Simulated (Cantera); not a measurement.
Cantera run:

```python
import numpy as np
import cantera as ct

gas_names = """
    B BH BH2 BH3 BO BO2 B2 B2O B2O2 B2O3 B3O3H3 H HBO HBO2 HO2 H2 H2O H2O2 H3B3O6 O OH O2 O3
""".split()
cond_names = """
    B(b) B(L) B2O3(L) B3O3H3(cr) H2O(s) H2O(L)
""".split()


# ... load() reads the species with a 1 bar reference pressure and builds the phases ...
atoms = {
    'B2O3': {'B': 2, 'O': 3},
    'H2': {'H': 2},
}
top_T = {}  # K; cautious upper limits of use, not melting points


# ... equilibrate(T, P, feed) seeds the gas with the atoms and calls Mixture.equilibrate('TP', solver="vcs", rtol=1e-11, max_steps=5000) ...
results = []
feed = {'B2O3': 1, 'H2': 180}  # mol
P = 1000  # Pa
for T in [1048, 1148, 1248, 1348, 1448, 1548, 1648, 1748, 1848, 1948, 2048]:
    mix = equilibrate(T, P, feed)
    results.append((T, P, feed, dict(zip(mix.species_names, mix.species_moles))))

top = {s: max(r[3][s] / sum(r[3][g] for g in gas_names) for r in results) for s in gas_names}
cols = sorted((s for s in top if top[s] > 0.001), key=lambda s: -top[s])[:5]
seen = [c for c in cond_names if any(r[3].get(c, 0) > 1e-12 for r in results)]
print("log10 of partial pressures in bar; condensed amounts in mol")
print(f"{'T/K':>10s}" + "".join(f"{s[:9]:>10s}" for s in cols + seen))
for T, P, feed, n in results:
    ng = sum(n[g] for g in gas_names)
    print(f"{T:10.4g}" + "".join(f"{np.log10(max(n[s] / ng * P / 1e5, 1e-99)):10.3f}" for s in cols)
          + "".join(f"{n.get(c, 0):10.4g}" for c in seen))
```

It prints:

```
log10 of partial pressures in bar; condensed amounts in mol
       T/K        H2         H       HBO      HBO2       H2O   B2O3(L)
      1048    -2.000    -9.112    -7.434    -7.913    -7.495    0.9992
      1148    -2.000    -8.145    -6.478    -6.863    -6.892    0.9952
      1248    -2.000    -7.331    -5.711    -5.961    -6.331    0.9712
      1348    -2.001    -6.636    -5.059    -5.203    -5.864    0.8504
      1448    -2.003    -6.037    -4.494    -4.563    -5.480    0.3158
      1548    -2.005    -5.514    -4.326    -4.412    -5.228         0
      1648    -2.005    -5.053    -4.284    -4.423    -5.044         0
      1748    -2.006    -4.644    -4.250    -4.447    -4.893         0
      1848    -2.008    -4.279    -4.227    -4.483    -4.767         0
      1948    -2.010    -3.952    -4.220    -4.534    -4.661         0
      2048    -2.016    -3.658    -4.232    -4.603    -4.571         0
```

Equilibrium computed with Cantera from the NASA thermochemical tables; the gas is ideal and each condensed phase is pure.
